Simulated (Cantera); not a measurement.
Thermodynamics of titanium nitride, carbide and oxide coatings, feed TiCl4 + O2 + H2

Input: 1 mol TiCl4, 3.1 mol O2, 32 mol H2, at 1452 °C.

Cantera equilibrium calculation (NASA polynomials, part measured and part estimated; ideal gas, pure solids and liquids). Candidate condensed phases: H2O, Ti, TiCl2, TiCl3, TiCl4, TiO, TiO2, Ti2O3, Ti3O5, Ti4O7; 23 gas species. Gases not in the tables: TiO(OH)2. Equilibrium is a limit: real reactors are often held back by kinetics, nucleation or transport.

```json
[
 {"P (Pa)": "10", "x H2": "0.745", "x H2O": "0.122", "x HCl": "0.115", "x H": "0.0160", "n TiO2(rutile)": "1.000"},
 {"P (Pa)": "46", "x H2": "0.752", "x H2O": "0.123", "x HCl": "0.116", "x H": "0.00751", "n TiO2(rutile)": "1.000"},
 {"P (Pa)": "220", "x H2": "0.756", "x H2O": "0.123", "x HCl": "0.117", "x H": "0.00344", "n TiO2(rutile)": "1.000"},
 {"P (Pa)": "1000", "x H2": "0.757", "x H2O": "0.123", "x HCl": "0.117", "x H": "0.00162", "n TiO2(rutile)": "1.000"},
 {"P (Pa)": "4600", "x H2": "0.758", "x H2O": "0.123", "x HCl": "0.118", "x H": "0.000754", "n TiO2(rutile)": "1.000"},
 {"P (Pa)": "22000", "x H2": "0.759", "x H2O": "0.124", "x HCl": "0.118", "x H": "0.000345", "n TiO2(rutile)": "1.000"},
 {"P (Pa)": "100000", "x H2": "0.759", "x H2O": "0.124", "x HCl": "0.118", "x H": "0.000162", "n TiO2(rutile)": "1.000"}
]
```
x: gas mole fraction; n: condensed amount in mol.

From 0.000100 bar to 1.00 bar the condensed part is TiO2(rutile).
